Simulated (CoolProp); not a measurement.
CH2F2 (R32) along the isobar 7.92 MPa: Z from the reference equation and from simpler models built on Tc = 351.3 K, pc = 5.783 MPa, ω = 0.277; each cubic takes its own stable root.

Values from CoolProp's reference Helmholtz-energy equation of state, Tillner-Roth 1997.

```
T (K)          phase  reference  Redlich-Kwong  Soave-Redlich-Kwong
-----  -------------  ---------  -------------  -------------------
334           liquid     0.1772         0.2445               0.2377
342.4         liquid     0.1842         0.2556               0.2509
350.8         liquid     0.1963         0.2723               0.2720
359.2  supercritical     0.2216         0.3000               0.3106
367.7  supercritical     0.3078         0.3535               0.3948
376.1  supercritical     0.4362         0.4417               0.5008
384.5  supercritical     0.5195         0.5204               0.5765
392.9  supercritical     0.5790         0.5780               0.6319
401.3  supercritical     0.6253         0.6225               0.6754
409.7  supercritical     0.6632         0.6586               0.7112
418.2  supercritical     0.6954         0.6892               0.7418
426.6  supercritical     0.7228         0.7151               0.7678
435    supercritical     0.7467         0.7377               0.7905
```
